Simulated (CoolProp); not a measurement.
Cyclopentane along the isotherm 403.1 K: density (kg/m³) from the reference equation and from simpler models built on Tc = 511.7 K, pc = 4.583 MPa, ω = 0.202; each cubic takes its own stable root.

Computed with CoolProp (reference Helmholtz-energy equation of state, Gedanitz 2015).

| p (MPa) | phase | reference |
|---|---|---|
| 0.143 | gas | 3.066 |
| 0.286 | gas | 6.295 |
| 0.43 | gas | 9.737 |
| 0.573 | gas | 13.38 |
| 0.716 | gas | 17.29 |
| 0.859 | liquid | 621.9 |
| 1 | liquid | 622.3 |
| 1.15 | liquid | 622.7 |
| 1.29 | liquid | 623.1 |
| 1.43 | liquid | 623.5 |
| 1.58 | liquid | 623.9 |
| 1.72 | liquid | 624.3 |
| 1.86 | liquid | 624.7 |
| 2 | liquid | 625.1 |
| 2.15 | liquid | 625.5 |
| 2.29 | liquid | 625.9 |

### Question
How far does each simpler model (van der Waals, Redlich-Kwong, Soave-Redlich-Kwong, Peng-Robinson) lie from the reference over these 16 states: mean and median of the absolute difference, and the worst?

### Answer
- van der Waals: mean 47.9 %, median 36.4 %, worst -96.8 % at 403.1 K and 0.859 MPa
- Redlich-Kwong: mean 17.8 %, median 9.5 %, worst -96.6 % at 403.1 K and 0.859 MPa
- Soave-Redlich-Kwong: mean 4.5 %, median 6.1 %, worst -6.5 % at 403.1 K and 0.859 MPa
- Peng-Robinson: mean 4.4 %, median 6.2 %, worst +6.5 % at 403.1 K and 2.29 MPa

At some of these states van der Waals, Redlich-Kwong gives the other phase, because its saturation line lies elsewhere.
